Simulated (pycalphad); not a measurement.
## Freezing of Al-Si alloys with rising Si

Computed with pycalphad from the COST 507 light-alloy database (1999), at 1 atm. The data set is of 1999 and partly superseded. Phase fractions are per mole of atoms.

Scheil-Gulliver runs (no diffusion in the solid, steps of 4 K) beside full equilibrium.

```csv
alloy,liquidus (°C),"Scheil, half solid (°C)","Scheil, 80 % solid (°C)","Scheil, invariant end (°C)",liquid left at that end,equilibrium solidus (°C)
Al-15.06Si (wt.%),617,at the invariant end,at the invariant end,577,0.97,577
Al-29.93Si (wt.%),820,at the invariant end,at the invariant end,577,0.81,577
Al-59.17Si (wt.%),(withheld),(withheld),at the invariant end,577,(withheld),577
Al-87.74Si (wt.%),1351,1273,912,577,0.14,577
```

**Question.** What belongs in the gaps?

**Answer.** 
- Al-59.17Si (wt.%), liquidus (°C): 1142
- Al-59.17Si (wt.%), Scheil, half solid (°C): 645
- Al-59.17Si (wt.%), liquid left at that end: 0.48
